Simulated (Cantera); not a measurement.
What does this Cantera script print?

```python
import numpy as np
import cantera as ct

gas = ct.Solution("gri30.yaml")
gas.TPX = 2825, 2666, {'CH4': 0.042, 'H2': 1}
inlet = ct.Reservoir(gas, clone=True)

reactor = ct.IdealGasConstPressureReactor(gas, energy="off", clone=False)
exhaust = ct.Reservoir(gas, clone=True)
tau = [5.5, 1.4, 0.36, 0.093, 0.024, 0.0061, 0.0016, 0.0004][0]
for a, b in ((inlet, reactor), (reactor, exhaust)):
    ct.MassFlowController(a, b, mdot=lambda t: reactor.mass / tau)
net = ct.ReactorNet([reactor])
show = ['CH4', 'H2', 'CH3', 'C2H', 'H', 'C2H4']

rows = []
print(f"{'tau/s':>10s}{'T/K':>9s}" + "".join(f"{s:>11s}" for s in show))
for tau in [5.5, 1.4, 0.36, 0.093, 0.024, 0.0061, 0.0016, 0.0004]:
    net.initial_time = 0.0
    net.advance(30 * tau)
    before = gas.X
    net.advance(40 * tau)
    drift = np.max(np.abs(gas.X - before) / (gas.X + 1e-9))
    rows.append([gas.T, *gas[show].X, drift])
    print(f"{tau:10.3e}{gas.T:9.1f}" + "".join(f"{x:11.3e}" for x in gas[show].X))
```

Output:

```
     tau/s      T/K        CH4         H2        CH3        C2H          H       C2H4
 5.500e+00   2825.0  7.222e-07  5.724e-01  8.539e-06  1.313e-03  4.121e-01  5.665e-08
 1.400e+00   2825.0  8.977e-07  5.821e-01  1.009e-05  1.272e-03  4.023e-01  6.160e-08
 3.600e-01   2825.0  1.778e-06  6.166e-01  1.695e-05  1.132e-03  3.674e-01  8.345e-08
 9.300e-02   2825.0  9.605e-06  7.136e-01  5.807e-05  7.813e-04  2.694e-01  2.115e-07
 2.400e-02   2825.0  1.333e-04  8.461e-01  3.489e-04  3.641e-04  1.354e-01  1.270e-06
 6.100e-03   2825.0  9.789e-04  9.050e-01  1.342e-03  1.870e-04  7.503e-02  7.341e-06
 1.600e-03   2825.0  3.781e-03  9.254e-01  3.511e-03  1.101e-04  5.180e-02  3.468e-05
 4.000e-04   2825.0  1.140e-02  9.341e-01  7.478e-03  4.878e-05  3.690e-02  1.296e-04
```

Computed with Cantera and GRI-Mech 3.0 (53 species, 325 reactions). GRI-Mech 3.0 stops at C3 and has no aromatics, soot or wall deposition, so with more carbon than oxygen in the feed, carbon stays in small species such as C2H2 where larger ones or solid carbon would form. Radical loss at walls, strong at low pressure, is not modelled.
